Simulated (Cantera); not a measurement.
A closed system holds: 1 mol Al(CH₃)₃, 1.1 mol N₂O, 92 mol H₂, equilibrated at 3.70 mbar.

Cantera equilibrium calculation (NASA polynomials, part measured and part estimated; ideal gas, pure solids and liquids). Candidate condensed phases: Al, AlN, Al₂O₃, C, C₆H₆, C₇H₈, C₈H₁₈, H₂O; 148 gas species. The feed counts by its element totals alone. The numbers say what is thermodynamically allowed, not how fast it happens.

x: gas mole fraction; n: condensed amount in mol.

| T (°C) | x H₂ | x H | x CO | x N₂ | x Al | x HCN | n AlN(s) | n C(graphite) |
|---|---|---|---|---|---|---|---|---|
| 1450 | 0.976 | 0.00296 | 0.0111 | 0.00714 | 0.00238 | 0.000346 | 0.755 | 1.85 |
| 1500 | 0.967 | 0.00460 | 0.0110 | 0.00949 | 0.00720 | 0.000514 | 0.258 | 1.82 |
| 1550 | 0.960 | 0.00698 | 0.0110 | 0.0106 | 0.00973 | 0.000693 | 0 | 1.79 |
| 1600 | 0.957 | 0.0104 | 0.0110 | 0.0105 | 0.00975 | 0.000867 | 0 | 1.75 |
| 1650 | 0.952 | 0.0151 | 0.0109 | 0.0104 | 0.00976 | 0.00107 | 0 | 1.70 |
| 1700 | 0.945 | 0.0216 | 0.0109 | 0.0102 | 0.00975 | 0.00130 | 0 | 1.64 |
| 1750 | 0.937 | 0.0302 | 0.0109 | 0.0100 | 0.00973 | 0.00156 | 0 | 1.56 |
| 1800 | 0.925 | 0.0416 | 0.0108 | 0.00982 | 0.00969 | 0.00185 | 0 | 1.47 |
| 1850 | 0.910 | 0.0563 | 0.0107 | 0.00956 | 0.00963 | 0.00217 | 0 | (withheld) |
| 1900 | 0.891 | 0.0749 | 0.0106 | 0.00927 | 0.00955 | 0.00251 | 0 | (withheld) |
| 1950 | 0.867 | 0.0981 | 0.0105 | 0.00894 | 0.00944 | 0.00286 | 0 | (withheld) |

Task: Some entries are withheld; supply them.

Result: 
- 1850, n C(graphite): 1.35
- 1900, n C(graphite): 1.21
- 1950, n C(graphite): 1.04
